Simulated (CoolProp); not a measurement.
Toluene along the isotherm 481.2 K: density (kg/m³) from the reference equation and from simpler models built on Tc = 591.7 K, pc = 4.126 MPa, ω = 0.266; each cubic takes its own stable root.

Computed with CoolProp (reference Helmholtz-energy equation of state, Lemmon 2006). It is a short technical equation, of lower accuracy than the large ones.

| p (MPa) | phase | reference | van der Waals | Soave-Redlich-Kwong | Peng-Robinson |
|---|---|---|---|---|---|
| 0.0326 | gas | 0.7551 | 0.7536 | 0.7547 | 0.7550 |
| 0.067 | gas | 1.562 | 1.555 | 1.560 | 1.561 |
| 0.138 | gas | 3.259 | 3.231 | 3.251 | 3.256 |
| 0.282 | gas | 6.850 | 6.724 | 6.812 | 6.835 |
| 0.58 | gas | 15.06 | 14.41 | ___ | ___ |
| 1.19 | liquid | 666.6 | ___ | 582.0 | 660.4 |
| 2.45 | liquid | ___ | 399.0 | ___ | ___ |
| 5.02 | liquid | ___ | 417.5 | 602.6 | 681.3 |
| 10.3 | liquid | 694.0 | 441.7 | 624.2 | ___ |

Problem. Some entries are withheld; supply them.

Solution. 
- 0.58, Soave-Redlich-Kwong: 14.85
- 0.58, Peng-Robinson: 14.96
- 1.19, van der Waals: 32.79
- 2.45, reference: 671.1
- 2.45, Soave-Redlich-Kwong: 589.4
- 2.45, Peng-Robinson: 667.9
- 5.02, reference: 679.5
- 10.3, Peng-Robinson: 703.4

At some of these states van der Waals gives the other phase, because its saturation line lies elsewhere.
